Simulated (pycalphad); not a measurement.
Effect of Si content in Al-Si-Mn

Source of the numbers: pycalphad with the COST 507 light-alloy database (1999); pressure 1 atm. These are 1990s assessments: newer ones move some temperatures and phases. Phase fractions are per mole of atoms.

| alloy | liquidus (°C) | first solid | solidus (°C) | phases at 677 °C |
|---|---|---|---|---|
| Al-0.27Si-8.67Mn (at.%) | 874 | AL4MN | 654 | AL6MN 0.55, LIQUID 0.44, ALMNSI_BETA 0.01 |
| Al-0.53Si-8.67Mn (at.%) | 871 | AL4MN | 654 | LIQUID 0.48, AL6MN 0.47, ALMNSI_BETA 0.06 |
| Al-0.8Si-8.67Mn (at.%) | 868 | AL4MN | 654 | LIQUID 0.51, AL6MN 0.38, ALMNSI_BETA 0.11 |
| Al-1.07Si-8.67Mn (at.%) | 869 | ALMNSI_BETA | 654 | LIQUID 0.55, AL6MN 0.29, ALMNSI_BETA 0.16 |

Database names, with the compositions (at.%) that they take in these runs: AL4MN: Al 80 Mn 20; ALMNSI_BETA: Al 72 Mn 23 Si 4; AL6MN: Al 86 Mn 14.
